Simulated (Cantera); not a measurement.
An isothermal, constant-pressure homogeneous reactor starts with 87.0 % NO, 13.0 % N2, at 2150 K and 1.01 bar.

Model: GRI-Mech 3.0 (53 species, 325 reactions), integrated in Cantera.

One state of this run: x NO = 0.741; x NO2 = 0.000605; x O2 = 0.0631; x O = 0.000564; x N2 = 0.194; x N2O = 0.000261. x: mole fraction; the columns are a selection and need not sum to one.

Which value of t (s) does it belong to?
A) 9.35e-6
B) 0.000956
C) 4.37e-5
D) 0.0209

D, 0.0209
